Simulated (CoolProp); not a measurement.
Vapour-liquid equilibrium of cyclohexane (1) + toluene (2) at 662 kPa; x and y are mole fractions of (1).

Values from CoolProp's multi-fluid Helmholtz-energy mixture model, Zhou 2014 and Lemmon 2006; pair parameters Bell 2016.

Problem. Give the bubble temperature and the first vapour's composition at x = 0.05, 0.5, 0.95. Is there an azeotrope?

Solution. x = 0.05: 190.1 °C, y = 0.091; x = 0.5: 171.2 °C, y = 0.634; x = 0.95: 160.1 °C, y = 0.965. No azeotrope shows between x = 0.05 and 0.95.

The pair parameters rest on a limited set of measurements; away from them the model extrapolates.
